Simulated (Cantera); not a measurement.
An isothermal, constant-pressure homogeneous reactor starts with NH3 : H2 = 1 : 12 (molar parts), at 1500 K and 20.0 Torr. Integrator tolerance rtol = 1e-08.

Computed with Cantera and the gas-phase N/H chemistry of the illustrative SiF4/NH3 mechanism in the Surface Chemkin manual (1991). Walls and surfaces, which speed up NH3 decomposition in real reactors, are not modelled.

Problem. What does this change do: NH3 1 to 5.5 parts?

Solution. 
```csv
quantity,before,after
x(NH3) at 60.0 s,0.0741 (gas-phase equilibrium 2.91e-7),0.289 (gas-phase equilibrium 4.65e-7)
x(H2) at 60.0 s,0.925 (gas-phase equilibrium 0.964),0.701 (gas-phase equilibrium 0.880)
x(NH2) at 60.0 s,1.09e-5 (gas-phase equilibrium 7.10e-11),3.05e-5 (gas-phase equilibrium 1.19e-10)
x(H) at 60.0 s,6.18e-5 (gas-phase equilibrium 0.000107),3.35e-5 (gas-phase equilibrium 0.000102)
x(NH) at 60.0 s,7.04e-8 (gas-phase equilibrium <1e-12),1.40e-7 (gas-phase equilibrium 1.33e-12)
x(N) at 60.0 s,3.91e-9 (gas-phase equilibrium <1e-12),5.44e-9 (gas-phase equilibrium <1e-12)
```

Problem. What does this change do: temperature 1500 to 1600 K?

Solution. 
```csv
quantity,before,after
x(NH3) at 60.0 s,0.0741 (gas-phase equilibrium 2.91e-7),0.0598 (gas-phase equilibrium 2.20e-7)
x(H2) at 60.0 s,0.925 (gas-phase equilibrium 0.964),0.932 (gas-phase equilibrium 0.964)
x(NH2) at 60.0 s,1.09e-5 (gas-phase equilibrium 7.10e-11),2.22e-5 (gas-phase equilibrium 1.79e-10)
x(H) at 60.0 s,6.18e-5 (gas-phase equilibrium 0.000107),0.000146 (gas-phase equilibrium 0.000329)
x(NH) at 60.0 s,7.04e-8 (gas-phase equilibrium <1e-12),2.57e-7 (gas-phase equilibrium 4.53e-12)
x(N) at 60.0 s,3.91e-9 (gas-phase equilibrium <1e-12),1.99e-8 (gas-phase equilibrium <1e-12)
```
